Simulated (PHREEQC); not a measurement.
A solution holds 0.093 mol MgSO4, 3.3e-05 mol MnCl2 and 5e-05 mol KBr per kg of water, at 2.7 °C. It is in equilibrium with CO2 at log p = -3.4 (atm). Otherwise closed; pH follows from the charge balance.

Model: ion-association model, wateq4f.dat, run in PHREEQC.

| Property | Value |
|---|---|
| pH | 5.65 |
| ionic strength | 0.222 mol/kgw |

| species | molality | activity | log γ |
|---|---|---|---|
| Mg+2 | 0.0556 | 0.0193 | -0.460 |
| SO4-2 | 0.0556 | 0.0162 | -0.535 |
| MgSO4 | 0.0374 | 0.0394 | 0.022 |
| Cl- | 6.60e-5 | 4.70e-5 | -0.148 |
| Br- | 5.00e-5 | 3.75e-5 | -0.125 |
| K+ | 4.67e-5 | 3.32e-5 | -0.148 |
| CO2 | 2.65e-5 | 2.79e-5 | 0.022 |
| Mn+2 | 2.11e-5 | 6.91e-6 | -0.484 |
| MnSO4 | 1.19e-5 | 1.26e-5 | 0.022 |
| HCO3- | 4.80e-6 | 3.58e-6 | -0.127 |
| KSO4- | 3.33e-6 | 2.48e-6 | -0.127 |
| HSO4- | 3.10e-6 | 2.26e-6 | -0.137 |
| H+ | 2.78e-6 | 2.22e-6 | -0.098 |
| MgHCO3+ | 1.08e-6 | 7.74e-7 | -0.144 |
| MgOH+ | 4.66e-9 | 3.56e-9 | -0.116 |
| MnHCO3+ | 2.98e-9 | 2.20e-9 | -0.132 |

No solid was allowed to form. Complexes and solids missing from the database can't appear. Constants without temperature data keep their 25 °C values here.
